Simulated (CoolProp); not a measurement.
Vapour-liquid equilibrium of carbon dioxide (1) + the fluoroketone C6F12O (FK-5-1-12) (2) at 278.5 K; x and y are mole fractions of (1).

Values from CoolProp's multi-fluid Helmholtz-energy mixture model, Span 1996 and McLinden 2015; pair parameters Bell 2016.

```tsv
x	bubble pressure, mixture model (MPa)	bubble pressure, Raoult's law (MPa)	y, mixture model	y, Raoult's law
0.05	0.1136	0.2158	[?]	0.928
0.15	[?]	0.6147	[?]	0.977
0.25	0.8828	1.014	[?]	0.988
0.35	[?]	1.412	0.987	0.992
0.45	[?]	1.811	0.990	0.995
0.55	2.085	2.210	0.991	0.997
0.65	[?]	2.609	0.992	0.998
0.75	2.692	3.008	0.994	0.999
0.85	3.104	3.407	[?]	0.999
0.95	3.670	3.806	0.998	1.000
```

Problem. Complete the blanks.

Solution. 
- 0.05, y, mixture model: 0.858
- 0.15, bubble pressure, mixture model (MPa): 0.4385
- 0.15, y, mixture model: 0.964
- 0.25, y, mixture model: 0.981
- 0.35, bubble pressure, mixture model (MPa): 1.347
- 0.45, bubble pressure, mixture model (MPa): 1.754
- 0.65, bubble pressure, mixture model (MPa): 2.377
- 0.85, y, mixture model: 0.996

The largest gap from Raoult's law is -47.4 % in bubble pressure, at x = 0.05. No azeotrope shows between x = 0.05 and 0.95.

The pair parameters rest on a limited set of measurements; away from them the model extrapolates.
